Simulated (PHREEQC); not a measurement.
Consider water at 20 °C and 10 atm with 0.6 mol KCl, 0.28 mol K2SO4 and 2.5 mol KBr per kg of water. Closed to the air; pH follows from the charge balance.

Equilibrium calculation in PHREEQC: Pitzer model, pitzer.dat.

Precipitation was switched off in this run.

Problem. Predict the activity of water, osmotic coefficient.

Solution. activity of water 0.890; osmotic coefficient 0.919.

Saturation is exceeded, for instance for Arcanite; the values hold only as long as no solid forms. Complexes and solids missing from the database can't appear.
